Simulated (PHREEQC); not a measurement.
## Phosphoric acid bath

Consider water at 25 °C with 0.23 mol H3PO4 and 0.0017 mol H2SO4 per kg of water. Closed to the air; pH follows from the charge balance.

Computed with PHREEQC (ion-association model, phreeqc.dat).

Each row changes one thing in this solution. This is a speciation only: nothing precipitates in the calculation.

```csv
case,pH,ionic strength (mol/kgw),H3PO4 (mol/kgw),H2PO4- (mol/kgw),HPO4-2 (mol/kgw)
as made,1.43,0.0442,0.189,0.0414,1.19e-7
H2SO4 left out,1.44,0.0423,0.188,0.0423,1.24e-7
diluted 100-fold with water,2.75,…,0.000461,0.00184,7.37e-8
diluted 2-fold with water,1.60,0.0291,0.0874,0.0276,…
H3PO4 replaced by K2HPO4 at the same molality,8.40,0.627,1.26e-9,0.00367,0.196
H2SO4 from 0.0017 to 0.00034 mol/kgw,1.44,0.0426,0.188,0.0421,1.23e-7
temperature from 25 to 45 °C,1.47,0.0399,0.193,0.0373,1.32e-7
H3PO4 from 0.23 to 0.023 mol/kgw,1.96,0.0131,0.0136,0.00944,7.52e-8
H2SO4 from 0.0017 to 0.00085 mol/kgw,1.43,0.0432,0.188,0.0418,1.22e-7
```

Task: What belongs in the gaps?

Result: 
- diluted 100-fold with water, ionic strength (mol/kgw): 0.00188
- diluted 2-fold with water, HPO4-2 (mol/kgw): 1.09e-7

Constants without temperature data keep their 25 °C values here.
